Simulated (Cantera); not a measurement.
Charge: 1 mol Si, 1.6 mol NF3, 4.5 mol N2, at 67000 Pa.

Method: chemical equilibrium by Gibbs-energy minimisation in Cantera with the NASA 1993 tables (ideal gas, pure condensed phases). Candidate condensed phases: Si, Si3N4; 16 gas species. Equilibrium is a limit: real reactors are often held back by kinetics, nucleation or transport.

At 602 °C, list the 4 most abundant gas species with their mole fractions, and the condensed phases.

N2 0.793, SiF4 0.151, F2 0.0353, NF3 0.0149. Condensed: gas only.
